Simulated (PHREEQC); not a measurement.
Synthetic water in mmol/kgw, 76 °C, pH 6.38, pe 1.8: Na 141; K 38.9; Ca 0.382; Mg 1.25; Cl 166; S(6) 7.72; Alkalinity (meq/kgw) 0.0212; F 0.3.

Cl is adjusted to close the charge balance.
Valence states are taken as typed.

Model: ion-association model, phreeqc.dat, run in PHREEQC.

Each row changes one thing in this solution. Precipitation was switched off in this run.

```csv
case,ionic strength (mol/kgw),SO4-2 (mol/kgw),NaSO4- (mol/kgw),Mg+2 (mol/kgw),KSO4- (mol/kgw),Ca+2 (mol/kgw),SI of Fluorite (CaF2),SI of Gypsum (CaSO4:2H2O)
as made,0.187,0.00532,0.00131,0.000948,0.000773,0.000348,-1.20,-2.13
pH from 6.38 to 5.88 at the same alkalinity,0.187,0.00532,0.00131,0.000949,0.000772,0.000348,-1.21,-2.13
S(6) from 7.72 to 23.2 mmol/kgw,0.193,0.0164,0.00390,0.000647,0.00226,0.000295,-1.27,-1.72
Na from 141 to 70.5 mmol/kgw,0.117,0.00552,0.000807,0.000860,0.000967,0.000334,-1.10,-1.98
temperature from 76 to 40 °C at the same typed pH,0.188,0.00568,0.00127,0.00105,0.000545,0.000347,-0.92,-2.15
```

Species that the database lacks are ignored. Constants without temperature data keep their 25 °C values here.
